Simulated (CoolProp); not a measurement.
Values from CoolProp's reference Helmholtz-energy equation of state, Akasaka 2023.

Task: For R1224YDZ, give the phase and the density (kg/m³), cv (kJ/(kg K)), isothermal compressibility (1/MPa), fugacity coefficient at 419.9 K and 8.77 MPa; 424.4 K and 8.77 MPa; 451 K and 8.77 MPa.

Result: 
- 419.9 K and 8.77 MPa: liquid; density 1020, cv 0.969, isothermal compressibility 0.0147, fugacity coefficient 0.290
- 424.4 K and 8.77 MPa: liquid; density 1000, cv 0.974, isothermal compressibility 0.0163, fugacity coefficient 0.306
- 451 K and 8.77 MPa: supercritical; density 885, cv 1.01, isothermal compressibility 0.0313, fugacity coefficient 0.403
